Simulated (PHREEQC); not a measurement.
PHREEQC input (ion-association model, phreeqc.dat):

```
SOLUTION 1
  temp 25
  units mol/kgw
  pH 7 charge
  Cl 0.054
  Na 0.054
END
SELECTED_OUTPUT 1
  -reset false
  -pH true
  -pe true
  -ionic_strength true
  -water true
  -totals Cl Na Mtg
  -molalities H+ Na+ Cl- OH- NaOH
  -saturation_indices Halite
USER_PUNCH 1
  -headings p_Mtg(g) phi_Mtg(g) p_H2O(g) phi_H2O(g) density
  10 PUNCH PR_P("Mtg(g)"), PR_PHI("Mtg(g)"), PR_P("H2O(g)"), PR_PHI("H2O(g)"), RHO
PRINT
  -reset false
USE solution 1
REACTION_TEMPERATURE 1
  40
GAS_PHASE 1
  -fixed_pressure
  -pressure 2
  -temperature 40
  -volume 20
  Mtg(g) 2
  H2O(g) 0
END
# ... the last block is repeated for the other 12 points of P (atm)
```

Selected output (columns that matter, 13 of 13 rows; P (atm) added in front):

```
P (atm)	pH	mu	Cl	Na	Mtg	m_H+	m_Na+	m_Cl-	si_Halite	p_Mtg(g)	phi_Mtg(g)	p_H2O(g)	phi_H2O(g)	density
2	6.7549	0.054058	0.054058	0.054058	0.0023197	2.0752e-07	0.054058	0.054058	-4.2986	1.9268	0.99621	0.07322	0.99257	0.9944
5	6.7544	0.054058	0.054057	0.054057	0.0058744	2.0777e-07	0.054057	0.054057	-4.299	4.926	0.99051	0.074029	0.98375	0.99447
10	6.7535	0.054059	0.054059	0.054059	0.011651	2.0819e-07	0.054059	0.054059	-4.2997	9.9246	0.98118	0.075397	0.96923	0.9946
20	6.7517	0.054062	0.054062	0.054062	0.022669	2.0902e-07	0.054062	0.054062	-4.3011	19.922	0.96308	0.078214	0.94075	0.99486
30	6.75	0.054065	0.054065	0.054065	0.033014	2.0987e-07	0.054065	0.054065	-4.3025	29.919	0.9457	0.081143	0.91305	0.99513
40	6.7482	0.054069	0.054069	0.054069	0.042731	2.1071e-07	0.054069	0.054069	-4.3038	39.916	0.92905	0.084184	0.88614	0.9954
50	6.7464	0.054073	0.054072	0.054072	0.051862	2.1156e-07	0.054072	0.054072	-4.3052	49.913	0.91311	0.087338	0.86004	0.99569
75	6.7419	0.054082	0.054082	0.054082	0.072395	2.137e-07	0.054082	0.054082	-4.3085	74.904	0.87641	0.095706	0.79848	0.99644
100	6.7375	0.054093	0.054093	0.054093	0.090123	2.1586e-07	0.054093	0.054093	-4.3117	99.895	0.84412	0.10471	0.7425	0.99723
150	6.7286	0.054113	0.054113	0.054113	0.11918	2.2025e-07	0.054113	0.054113	-4.318	149.88	0.79218	0.12414	0.64825	0.9989
200	6.7197	0.054131	0.054131	0.054131	0.14231	2.2471e-07	0.054131	0.054131	-4.3241	199.86	0.75523	0.14443	0.5767	1.0006
300	6.702	0.054155	0.054154	0.054154	0.17831	2.3385e-07	0.054154	0.054154	-4.3357	299.82	0.71505	0.18393	0.48496	1.0042
400	6.6845	0.054167	0.054167	0.054167	0.20669	2.4327e-07	0.054167	0.054167	-4.3466	399.78	0.70463	0.21981	0.43442	1.0079
```

Complexes and solids missing from the database can't appear. Constants without temperature data keep their 25 °C values here.
